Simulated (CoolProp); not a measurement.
CHF3 (R23) along the isotherm 340.4 K: Z from the reference equation and from simpler models built on Tc = 299.3 K, pc = 48.32 bar, ω = 0.263; each cubic takes its own stable root.

Values from CoolProp's reference Helmholtz-energy equation of state, Penoncello 2003.

```
p (bar)          phase  reference
-------  -------------  ---------
15.1               gas     0.9253
30.2               gas     0.8450
45.3               gas     0.7586
60.4     supercritical     0.6658
75.5     supercritical     0.5704
90.6     supercritical     0.4907
106      supercritical     0.4516
121      supercritical     0.4472
136      supercritical     0.4592
151      supercritical     0.4787
166      supercritical     0.5019
181      supercritical     0.5272
196      supercritical     0.5536
211      supercritical     0.5806
226      supercritical     0.6080
242      supercritical     0.6375
```

How far does each simpler model (van der Waals, Redlich-Kwong) lie from the reference over these 16 states: mean and median of the absolute difference, and the worst?


- van der Waals: mean 18.9 %, median 22.0 %, worst +35.6 % at 340.4 K and 242 bar
- Redlich-Kwong: mean 8.1 %, median 11.6 %, worst +13.5 % at 340.4 K and 181 bar
